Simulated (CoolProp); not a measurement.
Octamethylcyclotetrasiloxane (D4) at 399.86 K and 0.0202 MPa is throttled through a valve to 0.00369 MPa with no heat exchange. Each further row changes one setting.

Computed with CoolProp (reference Helmholtz-energy equation of state, Thol 2015).

| case | temperature change (K) | final density (kg/m³) |
|---|---|---|
| as stated | (withheld) | (withheld) |
| outlet pressure 0.00111 MPa | -0.6 | 0.0993 |
| outlet pressure 0.0048 MPa | (withheld) | 0.431 |

Fill in the missing entries.


- as stated, temperature change (K): -0.5
- as stated, final density (kg/m³): 0.331
- outlet pressure 0.0048 MPa, temperature change (K): -0.4
